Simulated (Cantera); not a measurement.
What does this Cantera script print?

```python
import numpy as np
import cantera as ct

gas_names = """
    CL CL2 H HCL H2 N NH NH2 NH3 N2 N2H2 N2H4 Si SiCL SiCL2 SiCL3 SiCL4 SiH SiHCL3 SiH2 SiH2CL2 SiH3
    SiH3CL SiH4 SiN Si2 Si2N Si3
""".split()
cond_names = """
    NH4CL(a) NH4CL(b) Si(cr) Si(L) Si3N4(a)
""".split()


# ... load() reads the species with a 1 bar reference pressure and builds the phases ...
atoms = {
    'SiH2Cl2': {'Si': 1, 'H': 2, 'CL': 2},
    'NH3': {'N': 1, 'H': 3},
}
top_T = {'Si3N4(a)': 2400}  # K; cautious upper limits of use, not melting points


# ... equilibrate(T, P, feed) seeds the gas with the atoms and calls Mixture.equilibrate('TP', solver="vcs", rtol=1e-11, max_steps=5000) ...
results = []
T = 1800  # K
P = 100000  # Pa
for m in [4.8, 5.7, 6.9, 8.3, 10, 12, 15, 18, 21, 25, 31, 37, 44]:
    feed = {'SiH2Cl2': 1, 'NH3': m}  # mol
    mix = equilibrate(T, P, feed)
    results.append((T, P, feed, dict(zip(mix.species_names, mix.species_moles))))
    x = sorted(zip(gas.X, gas.species_names), reverse=True)
    print(f"T = {T:g} K  P = {P:g} Pa  n(NH3) = {m:g} mol  gas = {mix.phase_moles(0):.4g} mol")
    print("   x: " + "  ".join(f"{s} {v:.3e}" for v, s in x if v > 1e-05))
    print("   condensed (mol): " + ("  ".join(f"{mix.phase(i).name} {mix.phase_moles(i):.4g}"
          for i in range(1, mix.n_phases) if mix.phase_moles(i) > 1e-12) or "none"))
```

Result:

```
T = 1800 K  P = 100000 Pa  n(NH3) = 4.8 mol  gas = 11.04 mol
   x: H2 6.687e-01  N2 1.676e-01  HCL 1.475e-01  SiCL2 1.412e-02  SiCL3 1.286e-03  H 2.928e-04  SiHCL3 2.148e-04  SiCL4 1.889e-04  CL 4.944e-05  SiH2CL2 4.426e-05
   condensed (mol): Si3N4(a) 0.2749
T = 1800 K  P = 100000 Pa  n(NH3) = 5.7 mol  gas = 12.83 mol
   x: H2 6.787e-01  N2 1.780e-01  HCL 1.312e-01  SiCL2 1.057e-02  SiCL3 8.503e-04  H 2.950e-04  SiHCL3 1.431e-04  SiCL4 1.103e-04  CL 4.366e-05  SiH2CL2 3.364e-05
   condensed (mol): Si3N4(a) 0.2832
T = 1800 K  P = 100000 Pa  n(NH3) = 6.9 mol  gas = 15.21 mol
   x: H2 6.888e-01  N2 1.885e-01  HCL 1.141e-01  SiCL2 7.585e-03  SiCL3 5.264e-04  H 2.972e-04  SiHCL3 8.925e-05  SiCL4 5.894e-05  CL 3.769e-05  SiH2CL2 2.449e-05
   condensed (mol): Si3N4(a) 0.2913
T = 1800 K  P = 100000 Pa  n(NH3) = 8.3 mol  gas = 18 mol
   x: H2 6.975e-01  N2 1.974e-01  HCL 9.886e-02  SiCL2 5.449e-03  SiCL3 3.256e-04  H 2.990e-04  SiHCL3 5.555e-05  CL 3.244e-05  SiCL4 3.138e-05  SiH2CL2 1.782e-05
   condensed (mol): Si3N4(a) 0.298
T = 1800 K  P = 100000 Pa  n(NH3) = 10 mol  gas = 21.39 mol
   x: H2 7.053e-01  N2 2.053e-01  HCL 8.492e-02  SiCL2 3.874e-03  H 3.007e-04  SiCL3 1.978e-04  SiHCL3 3.393e-05  CL 2.772e-05  SiCL4 1.628e-05  SiH2CL2 1.281e-05
   condensed (mol): Si3N4(a) 0.3038
T = 1800 K  P = 100000 Pa  n(NH3) = 12 mol  gas = 25.38 mol
   x: H2 7.119e-01  N2 2.120e-01  HCL 7.277e-02  SiCL2 2.758e-03  H 3.021e-04  SiCL3 1.201e-04  CL 2.364e-05  SiHCL3 2.070e-05
   condensed (mol): Si3N4(a) 0.3086
T = 1800 K  P = 100000 Pa  n(NH3) = 15 mol  gas = 31.38 mol
   x: H2 7.189e-01  N2 2.190e-01  HCL 5.985e-02  SiCL2 1.808e-03  H 3.036e-04  SiCL3 6.443e-05  CL 1.935e-05  SiHCL3 1.116e-05
   condensed (mol): Si3N4(a) 0.3135
T = 1800 K  P = 100000 Pa  n(NH3) = 18 mol  gas = 37.37 mol
   x: H2 7.237e-01  N2 2.239e-01  HCL 5.080e-02  SiCL2 1.275e-03  H 3.046e-04  SiCL3 3.844e-05  CL 1.637e-05
   condensed (mol): Si3N4(a) 0.3167
T = 1800 K  P = 100000 Pa  n(NH3) = 21 mol  gas = 43.37 mol
   x: H2 7.272e-01  N2 2.274e-01  HCL 4.411e-02  SiCL2 9.470e-04  H 3.053e-04  SiCL3 2.473e-05  CL 1.418e-05
   condensed (mol): Si3N4(a) 0.3191
T = 1800 K  P = 100000 Pa  n(NH3) = 25 mol  gas = 51.36 mol
   x: H2 7.306e-01  N2 2.308e-01  HCL 3.751e-02  SiCL2 6.750e-04  H 3.060e-04  SiCL3 1.495e-05  CL 1.203e-05
   condensed (mol): Si3N4(a) 0.3213
T = 1800 K  P = 100000 Pa  n(NH3) = 31 mol  gas = 63.36 mol
   x: H2 7.342e-01  N2 2.344e-01  HCL 3.063e-02  SiCL2 4.434e-04  H 3.068e-04
   condensed (mol): Si3N4(a) 0.3236
T = 1800 K  P = 100000 Pa  n(NH3) = 37 mol  gas = 75.36 mol
   x: H2 7.366e-01  N2 2.369e-01  HCL 2.588e-02  SiCL2 3.133e-04  H 3.073e-04
   condensed (mol): Si3N4(a) 0.3252
T = 1800 K  P = 100000 Pa  n(NH3) = 44 mol  gas = 89.36 mol
   x: H2 7.386e-01  N2 2.389e-01  HCL 2.192e-02  H 3.077e-04  SiCL2 2.227e-04
   condensed (mol): Si3N4(a) 0.3264
```

Equilibrium computed with Cantera from the NASA thermochemical tables; the gas is ideal and each condensed phase is pure. The tables' values for SiCl3 are old estimates; treat these amounts as uncertain.
